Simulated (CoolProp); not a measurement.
Vapour pressure (kPa) of fluorine: the reference equation beside estimates from Tc = -128.7 °C, pc = 5240 kPa, ω = 0.045. Clausius-Clapeyron is anchored at -165.25 °C with a constant enthalpy of vaporisation of 5.620 kJ/mol.

Values from CoolProp's reference Helmholtz-energy equation of state, de Reuck 1990.

```
T (°C)   reference  Lee-Kesler  Clausius-Clapeyron  van der Waals  Redlich-Kwong  Soave-Redlich-Kwong  Peng-Robinson
-------  ---------  ----------  ------------------  -------------  -------------  -------------------  -------------
-176.45      324.2       328.9               373.4          834.2          311.4                328.1          331.1
-174.25      390.7       396.1               436.2          938.4          379.8                395.5          398.0
-171.95      470.5       476.6               509.5           1056          462.4                476.5          478.1
-169.75      557.5       564.3               587.3           1177          552.8                564.8          565.5
-167.45      660.5       667.9               677.0           1314          660.2                669.5          668.9
-165.25      771.3       779.3               771.3           1453          776.0                782.3          780.3
-162.95      901.0       909.5               879.0           1608          911.8                914.3          910.6
-160.75       1039        1048               991.2           1767           1056                 1055           1050
-158.55       1192        1201                1112           1935           1216                 1211           1203
-156.25       1368        1377                1249           2121           1400                 1390           1381
-154.05       1553        1562                1390           2309           1594                 1579           1568
-151.75       1766        1774                1548           2516           1814                 1796           1782
-149.55       1988        1996                1709           2725           2044                 2022           2006
-147.25       2240        2248                1889           2955           2304                 2279           2261
```

Absolute difference from the reference over all 14 rows, mean and median: Lee-Kesler 0.9 and 0.9 %, Clausius-Clapeyron 8.4 and 8.5 %, van der Waals 81.9 and 74.3 %, Redlich-Kwong 2.0 and 2.2 %, Soave-Redlich-Kwong 1.5 and 1.5 %, Peng-Robinson 1.2 and 1.1 %.
